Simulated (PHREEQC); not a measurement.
Solution (35 °C): 0.017 mol/kgw HF, 0.00066 mol/kgw CsF and 0.00012 mol/kgw HCl. Closed to the air; pH follows from the charge balance.

All values are PHREEQC results (ion-association model, wateq4f.dat), not measurements.

| quantity | before | after |
|---|---|---|
| pH | 2.59 | 2.75 |
| ionic strength (mol/kgw) | 0.00340 | 0.00222 |
| HF (mol/kgw) | 0.0135 | 0.00646 |
| F- (mol/kgw) | 0.00311 | 0.00210 |
| H2F2 (mol/kgw) | 0.000331 | 7.54e-5 |
| HF2- (mol/kgw) | 0.000173 | 5.57e-5 |

What was changed between the two runs?
(A) diluted 2-fold with water
(B) CsF from 0.00066 to 0.000594 mol/kgw
(C) CsF left out
(D) HCl left out
(E) temperature from 35 to 25 °C

A, diluted 2-fold with water

This is a speciation only: nothing precipitates in the calculation.
